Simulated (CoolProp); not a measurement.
cis-2-butene along the isobar 11600 kPa: Z from the reference equation and from simpler models built on Tc = 435.8 K, pc = 4236 kPa, ω = 0.202; each cubic takes its own stable root.

The numbers come from the reference Helmholtz-energy equation of state, Lemmon 2005 in CoolProp. It is a short technical equation, of lower accuracy than the large ones.

```
T (K)          phase  reference
-----  -------------  ---------
306.2         liquid     0.4106
330.5         liquid     0.3972
354.9         liquid     0.3882
379.2         liquid     0.3836
403.5         liquid     0.3841
427.8         liquid     0.3911
452.1  supercritical     0.4072
476.4  supercritical     0.4375
500.7  supercritical     0.4880
525    supercritical     0.5569
```

Q: How far does each simpler model (van der Waals, Redlich-Kwong, Soave-Redlich-Kwong, Peng-Robinson) lie from the reference over these 10 states: mean and median of the absolute difference, and the worst?

A: 
- van der Waals: mean 37.3 %, median 42.8 %, worst +54.3 % at 306.2 K and 11600 kPa
- Redlich-Kwong: mean 9.2 %, median 9.9 %, worst +11.4 % at 427.8 K and 11600 kPa
- Soave-Redlich-Kwong: mean 10.3 %, median 10.2 %, worst +14.0 % at 500.7 K and 11600 kPa
- Peng-Robinson: mean 3.7 %, median 4.3 %, worst +5.5 % at 500.7 K and 11600 kPa
